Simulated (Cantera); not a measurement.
Charge: 1 mol MgO, 3 mol SO3, 4.2 mol H2O, 0.33 mol SO2, held at 1173 K and 10.0 mbar.

Cantera equilibrium calculation (NASA polynomials, part measured and part estimated; ideal gas, pure solids and liquids). Candidate condensed phases: H2O, H2SO4, Mg, MgO, Mg(OH)2, MgS, MgSO4, S; 26 gas species. Rates play no part.

Base state: H2O 0.466, SO2 0.365, O2 0.164, SO3 0.00475, OH 1.32e-5 (mole fractions); condensed: MgO(s).

Question: What changes in the equilibrium state with this change: temperature from 1173 K to 1000 K?

Answer: 
```
species         before    after
-------------  -------  -------
H2O              0.466    0.563
SO2              0.365    0.294
O2               0.164    0.125
SO3            0.00475   0.0187
OH             1.32e-5  7.57e-7
MgO(s), mol       1.00        0
MgSO4(s), mol        0     1.00
```
